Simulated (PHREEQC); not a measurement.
Model water analysis in mg/L, 50 °C, pH 4.16, pe 8.4:

| constituent | mg/L |
|---|---|
| Na | 254 |
| K | 130 |
| Ca | 196 |
| Mg | 53.3 |
| Cl | 134 |
| S(6) as SO4 | 1210 |
| B | 0.925 |
| Zn | 47.9 |
| Ni | 0.167 |
| Mn(2) | 9.6 |
| Li | 0.267 |
| Al | 0.147 |

Valence states are taken as typed.

The numbers come from PHREEQC with the ion-association model, wateq4f.dat.

No solid was allowed to form.

**Question.** Estimate the ionic strength.

**Answer.** ionic strength 0.0370 mol/kgw.

**Question.** In which forms is S present?

**Answer.** SO4-2 71 %, CaSO4 13 %, MgSO4 8.4 %, NaSO4- 2.2 %, ZnSO4 2.1 %, KSO4- 1.1 % of the S.

Constants without temperature data keep their 25 °C values here.
